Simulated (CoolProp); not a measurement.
Water along the isotherm 679.7 K: density (kg/m³) from the reference equation and from simpler models built on Tc = 647.1 K, pc = 22060 kPa, ω = 0.344; each cubic takes its own stable root.

Model: reference Helmholtz-energy equation of state, Wagner 2002, in CoolProp.

```csv
p (kPa),phase,reference,ideal gas,Redlich-Kwong,Soave-Redlich-Kwong
105,gas,0.3352,0.3347,0.3352,0.3352
163,gas,0.5207,0.5196,0.5207,0.5207
254,gas,0.8123,0.8097,0.8125,0.8124
395,gas,1.265,1.259,1.266,1.266
615,gas,1.976,1.960,1.977,1.976
958,gas,3.091,3.054,3.094,3.093
1490,gas,4.841,4.750,4.848,4.844
2320,gas,…,7.396,7.637,7.629
3620,gas,12.11,11.54,12.15,12.12
5630,gas,…,17.95,19.49,19.43
8770,gas,31.87,…,32.02,…
13700,gas,…,43.67,55.26,54.62
21300,gas,107.7,67.90,107.7,103.9
33100,supercritical,388.3,105.5,301.7,271.6
```

Q: What belongs in the gaps?

A: 
- 2320, reference: 7.622
- 5630, reference: 19.41
- 8770, ideal gas: 27.96
- 8770, Soave-Redlich-Kwong: 31.84
- 13700, reference: 55.04
